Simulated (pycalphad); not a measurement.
CALPHAD calculation (pycalphad, COST 507 light-alloy database (1999)), 1 atm. The database dates from 1999; later assessments differ in places, in temperatures and in the compounds included. Not assessed as a whole: an extrapolation from subsystems, which can miss ternary compounds. Amounts are mole fractions of atoms.

Problem. Give the equilibrium state of Mg-5.65Cu-7.6Al-0.21Si (at.%) at 570 K.

Solution. HCP_A3, fraction 0.811, with <0.01 Cu, 1.3 Al, <0.01 Si at.%; LAVES_C36, fraction 0.183, with 30.9 Cu, 35.7 Al, no Si at.%; MG2SI, fraction 0.006, with no Cu, no Al, 33.3 Si at.%.

Problem. Give the equilibrium state of Mg-5.65Cu-7.6Al-0.21Si (at.%) at 730 K.

Solution. 
```
T = 730.00 K, P = 101325 Pa, N = 1 mol of atoms
G = -33069 J/mol, H = 8828 J/mol, S = 57.39 J/(mol K)  (SER reference)
chemical potentials (J/mol): Mg -29818, Cu -69365, Al -41895, Si -76518
phase             fraction      x(Mg)      x(Cu)      x(Al)      x(Si)
HCP_A3              0.8233     0.9769   4.51e-05     0.0230   7.95e-07
LAVES_C36           0.1556     0.3340     0.3281     0.3379       none
LAVES_C15           0.0149     0.3348     0.3643     0.3007   8.49e-05
MG2SI               0.0063     0.6667       none       none     0.3333
```

Database names, with the compositions (at.%) that they take in these runs: LAVES_C15: Cu 36 Mg 33 Al 30; MG2SI: Mg 67 Si 33; LAVES_C36: Al 34-36 Mg 33 Cu 30-33. HCP_A3 is hcp. An entry "none" or "no" means that the model of the phase leaves that element out.
